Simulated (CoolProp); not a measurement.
Vapour-liquid equilibrium of propylene (1) + cyclohexane (2) at 35.45 °C; x and y are mole fractions of (1).

Computed with CoolProp (multi-fluid Helmholtz-energy mixture model, Lemmon 2013 and Zhou 2014; pair parameters Bell 2016).

```tsv
x	bubble pressure (kPa)	y at the bubble point	dew pressure at overall composition x (kPa)	liquid density (mol/L)
0.05	104.8	0.808	21.54	9.221
0.2	340.2	0.944	25.58	(withheld)
0.35	555.1	0.969	31.46	10.12
0.5	757.3	0.979	40.84	10.59
0.65	954.8	(withheld)	58.18	11.03
0.8	1159	0.992	101.0	11.41
0.95	1392	(withheld)	375.6	11.61
```

Q: Complete the blanks.

A: 
- 0.2, liquid density (mol/L): 9.665
- 0.65, y at the bubble point: 0.986
- 0.95, y at the bubble point: 0.998

No azeotrope shows between x = 0.05 and 0.95.

The pair parameters rest on a limited set of measurements; away from them the model extrapolates. The gap from Raoult's law changes sign with composition, which may be real or a fault of the pair parameters; it wasn't checked against measurements.
